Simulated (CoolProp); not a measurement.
The numbers come from the reference Helmholtz-energy equation of state, Lemmon 2003 in CoolProp. It is a pseudo-pure fit of the blend.

Problem. For R507A, give the phase and the density (kg/m³), cv (kJ/(kg K)), expansivity (1/kK), viscosity (µPa s) at 462.4 K and 14.3 MPa; 481.2 K and 14.3 MPa.

Solution. 
- 462.4 K and 14.3 MPa: supercritical; density 511, cv 1.10, expansivity 5.60, viscosity 44.4
- 481.2 K and 14.3 MPa: supercritical; density 463, cv 1.11, expansivity 5.01, viscosity 40.9

Viscosity comes from a separate model (Geller 2000).
